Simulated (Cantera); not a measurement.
## Adiabatic ignition

An adiabatic, constant-pressure homogeneous reactor starts with 6.78 % CH4, 0.814 % C2H6, 11.7 % O2, 71.2 % N2, 9.49 % CO2, at 1300 K and 0.880 bar.

Computed with Cantera and GRI-Mech 3.0 (53 species, 325 reactions).

```
t (s)     T (K)   x CH4   x C2H6      x O2     x HCN       x O     x H2O
--------  -----  ------  -------  --------  --------  --------  --------
3.00e-6    1300  0.0678  0.00814     0.117    <1e-12  1.67e-10   1.07e-9
6.83e-6    1300  0.0678  0.00813     0.117    <1e-12  4.40e-10   6.73e-9
1.55e-5    1300  0.0678  0.00813     0.117    <1e-12   1.17e-9   4.03e-8
3.54e-5    1300  0.0678  0.00813     0.117    <1e-12   2.97e-9   2.36e-7
8.05e-5    1300  0.0678  0.00813     0.117    <1e-12   7.66e-9   1.42e-6
0.000183   1300  0.0678  0.00811     0.117    <1e-12   2.31e-8   1.04e-5
0.000417   1300  0.0677  0.00803     0.117    <1e-12   7.19e-8   8.97e-5
0.000949   1301  0.0672  0.00776     0.117    <1e-12   1.40e-7  0.000547
0.00216    1312  0.0647  0.00663     0.114    <1e-12   4.27e-7   0.00311
0.00491    2200  <1e-12   <1e-12   0.00134  5.50e-11  0.000446     0.129
0.0112     2248  <1e-12   <1e-12  0.000187  4.40e-10   5.94e-5     0.133
0.0255     2250  <1e-12   <1e-12  0.000153  6.82e-10   4.88e-5     0.133
0.0579     2249  <1e-12   <1e-12  0.000152  9.68e-10   4.85e-5     0.133
0.132      2248  <1e-12   <1e-12  0.000150   1.44e-9   4.80e-5     0.133
0.300      2248  <1e-12   <1e-12  0.000149   1.88e-9   4.76e-5     0.133
```
x: mole fraction; the columns are a selection and need not sum to one.

| Item | Result |
|---|---|
| time of steepest temperature rise | 3.71 ms |
| temperature at 0.300 s | 2248 K |
| equilibrium temperature | 2248 K |
| x(CH4) at 0.300 s | <1e-12 (gas-phase equilibrium <1e-12) |
| x(C2H6) at 0.300 s | <1e-12 (gas-phase equilibrium <1e-12) |
| x(O2) at 0.300 s | 0.000149 (gas-phase equilibrium 0.000149) |
